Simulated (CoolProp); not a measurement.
Nitrogen along the isotherm 99.9 K: fugacity coefficient from the reference equation and from simpler models built on Tc = 126.2 K, pc = 3396 kPa, ω = 0.037; each cubic takes its own stable root.

Computed with CoolProp (reference Helmholtz-energy equation of state, Span 2000).

| p (kPa) | phase | reference |
|---|---|---|
| 424 | gas | 0.9182 |
| 849 | liquid | 0.7770 |
| 1270 | liquid | 0.5302 |
| 1700 | liquid | 0.4045 |
| 2120 | liquid | 0.3310 |
| 2550 | liquid | 0.2809 |
| 2970 | liquid | 0.2461 |
| 3400 | liquid | 0.2195 |
| 3820 | liquid | 0.1993 |
| 4240 | liquid | 0.1832 |
| 4670 | liquid | 0.1698 |
| 5090 | liquid | 0.1589 |

### Question
How far does each simpler model (van der Waals, Redlich-Kwong, Soave-Redlich-Kwong) lie from the reference over these 12 states: mean and median of the absolute difference, and the worst?

### Answer
- van der Waals: mean 47.7 %, median 54.5 %, worst +61.9 % at 99.9 K and 5090 kPa
- Redlich-Kwong: mean 0.6 %, median 0.6 %, worst +0.8 % at 99.9 K and 5090 kPa
- Soave-Redlich-Kwong: mean 1.1 %, median 1.2 %, worst +1.3 % at 99.9 K and 5090 kPa

At some of these states van der Waals gives the other phase, because its saturation line lies elsewhere.
